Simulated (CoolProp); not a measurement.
Vapour-liquid equilibrium of R13 (1) + R113 (2) at 249.4 K; x and y are mole fractions of (1).

Model: multi-fluid Helmholtz-energy mixture model, Platzer 1990 and Marx 1992; pair parameters Bell 2016, in CoolProp. This equation is an older, rougher fit; its heat capacities, sound speeds and derivatives of the liquid may be far off and weren't checked against measurements.

```csv
x,"bubble pressure, mixture model (bar)","bubble pressure, Raoult's law (bar)","y, mixture model","y, Raoult's law"
0.05,0.7745,0.5502,0.947,0.928
0.2,2.692,2.076,0.985,0.984
0.35,4.280,3.602,0.991,0.992
0.5,5.646,5.127,0.994,0.996
0.65,6.892,6.653,0.996,0.998
0.8,8.140,8.179,0.997,0.999
0.95,9.603,9.705,0.999,1.000
```

The largest gap from Raoult's law is +40.8 % in bubble pressure, at x = 0.05. No azeotrope shows between x = 0.05 and 0.95.

Pair parameters are fitted to limited data, so mixtures are less certain than the pure fluids. The gap from Raoult's law changes sign with composition, which may be real or a fault of the pair parameters; it wasn't checked against measurements.
